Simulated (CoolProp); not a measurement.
Vapour-liquid equilibrium of CHF3 (R23) (1) + R143a (2) at 12.3 bar; x and y are mole fractions of (1).

The numbers come from the multi-fluid Helmholtz-energy mixture model, Penoncello 2003 and Lemmon and Jacobsen 2000; pair parameters Bell 2016 in CoolProp.

```
x     bubble temperature (K)  y at the bubble point  dew temperature at overall composition x (K)  liquid density (mol/L)
----  ----------------------  ---------------------  --------------------------------------------  ----------------------
0.05                   293.8                  0.109                                         295.7                   11.39
0.15                   287.0                  0.308                                         292.5                   11.96
0.25                   280.5                  0.474                                         289.1                   12.54
0.35                   274.5                  0.608                                    (withheld)                   13.12
0.45                   269.1             (withheld)                                         281.5                   13.69
0.55                   264.4                  0.792                                         277.2                   14.26
0.65                   260.3                  0.854                                         272.4                   14.84
0.75                   256.7                  0.904                                         266.9                   15.42
0.85              (withheld)                  0.946                                         260.5                   16.02
0.95                   250.6                  0.983                                    (withheld)                   16.65
```

**Question.** Complete the blanks.

**Answer.** 
- 0.35, dew temperature at overall composition x (K): 285.4
- 0.45, y at the bubble point: 0.711
- 0.85, bubble temperature (K): 253.5
- 0.95, dew temperature at overall composition x (K): 253.2

No azeotrope shows between x = 0.05 and 0.95.

The pair parameters rest on a limited set of measurements; away from them the model extrapolates.
